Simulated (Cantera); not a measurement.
A closed system holds: 1 mol C₂F₆, 0.094 mol CH₄, held at 4200 Pa.

Method: chemical equilibrium by Gibbs-energy minimisation in Cantera with the NASA 1993 tables (ideal gas, pure condensed phases). Candidate condensed phases: C, C₆H₆, C₇H₈, C₈H₁₈; 95 gas species. The feed counts by its element totals alone. Rates play no part. All values below are at 3075 K.

Base state: F 0.722, CF 0.0972, CF₂ 0.0923, HF 0.0665, C₃ 0.0162, C 0.00242, C₂ 0.00167, H 0.000606 (mole fractions); condensed: C(graphite).

### Question
What changes in the equilibrium state with this change: C₂F₆ replaced by CCl₄?

### Answer
| species | before | after |
|---|---|---|
| Cl | 0 | 0.892 |
| HCl | 0 | 0.0498 |
| H | 0.000606 | 0.0353 |
| F | 0.722 | 0 |
| CF | 0.0972 | 0 |
| CF₂ | 0.0923 | 0 |
| HF | 0.0665 | 0 |
| C₃ | 0.0162 | 0.0162 |
| CF₃ | 0.000293 | 0 |
| Cl₂ | 0 | 0.000284 |
| C(graphite), mol | 0.714 | 0.848 |
The tables' values for CCl are old estimates; treat these amounts as uncertain.
